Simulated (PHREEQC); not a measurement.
A solution holds 0.016 mol/kgw HCl and 0.077 mol/kgw ZnSO4, at 25 °C. Closed to the air; pH follows from the charge balance.

Equilibrium calculation in PHREEQC: ion-association model, phreeqc.dat.

No solid was allowed to form.

**Question.** Order these Zn species by the share of Zn that they hold, largest first: ZnSO4, Zn+2, Zn(SO4)2-2, ZnCl+.

**Answer.** Zn+2 (56 %), ZnSO4 (35 %), Zn(SO4)2-2 (8.4 %), ZnCl+ (0.72 %)

The pH is 2.18 and the ionic strength 0.173 mol/kgw.
